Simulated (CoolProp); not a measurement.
Vapour-liquid equilibrium of R152A (1) + isobutane (2) at 6.54 bar; x and y are mole fractions of (1).

Computed with CoolProp (multi-fluid Helmholtz-energy mixture model, Outcalt 1996 and Bücker 2006; pair parameters Bell 2016).

### Question
Give the bubble temperature and the first vapour's composition at x = 0.2, 0.35, 0.95. Is there an azeotrope?

### Answer
x = 0.2: 32.8 °C, y = 0.412; x = 0.35: 28.0 °C, y = 0.543; x = 0.95: 26.6 °C, y = 0.917. y crosses x between x = 0.725 and 0.8: the model has an azeotrope there.

The pair parameters rest on a limited set of measurements; away from them the model extrapolates.
